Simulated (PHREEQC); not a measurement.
0.27 g of hydrous ferric oxide (600 m²/g; 0.2 weak and 0.005 strong sites per Fe, Dzombak-Morel constants, diffuse double layer) in 1 kg of water with 0.05 mol/kgw of an inert sodium salt and 0.00093 mmol/kgw NiCl2, at 25 °C; the pH is set by adding NaOH or the inert anion's acid. O2 is buffered at 0.21 atm. CO2 from the air is kept out. Nothing may precipitate in this run.

Base run: PHREEQC, ion-association model, wateq4f.dat. Each further column changes one thing. The table gives surface charge σ (C/m²).

```tsv
pH	base	background salt from 0.05 to 0.005 mol/kgw	oxide from 0.27 to 1.4 g/kgw	0.00029 mol/kgw BaCl2 added
4	0.294	0.184	0.295	0.295
4.5	0.238	0.132	0.239	0.239
5	0.181	0.091	0.181	0.182
5.5	0.130	0.060	0.130	0.131
6	0.089	0.038	0.089	0.090
6.5	0.058	0.023	0.058	0.058
7.5	0.017	0.006	0.017	0.019
8	0.003	0.001	0.003	0.005
8.5	-0.010	-0.004	-0.010	-0.008
9	-0.026	-0.009	-0.026	-0.021
9.5	-0.046	-0.018	-0.046	-0.033
10	-0.074	-0.030	-0.074	-0.042
```
